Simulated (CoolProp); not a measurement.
Properties of CHF3 (R23) along the isotherm 339 K (Tc = 299.3 K, pc = 4.832 MPa, ω = 0.263).

Values from CoolProp's reference Helmholtz-energy equation of state, Penoncello 2003.

```tsv
p (MPa)	phase	density (kg/m³)	cp (kJ/(kg K))	cv (kJ/(kg K))	expansivity (1/kK)	Prandtl number
0.0764	gas	1.905	0.7913	0.6703	2.989	0.844
0.174	gas	4.359	0.7958	0.6718	3.040	0.842
0.396	gas	10.03	0.8063	0.6753	3.160	0.838
0.901	gas	23.43	0.8323	?	3.459	0.834
2.05	gas	56.86	0.9047	0.7035	?	0.842
4.66	gas	155.2	1.190	?	7.658	?
10.6	supercritical	?	2.342	0.8464	17.48	1.93
24.2	supercritical	?	1.451	0.8071	4.653	1.55
```

Complete the blanks.


- 0.901, cv (kJ/(kg K)): 0.6834
- 2.05, expansivity (1/kK): 4.299
- 4.66, cv (kJ/(kg K)): 0.7587
- 4.66, Prandtl number: 0.972
- 10.6, density (kg/m³): 595.0
- 24.2, density (kg/m³): 945.2

The peak of cp marks the crossing from liquid-like to gas-like fluid above the critical point.

Viscosity comes from a separate model (Shan 2000). Thermal conductivity comes from a separate model (Shan 2000).
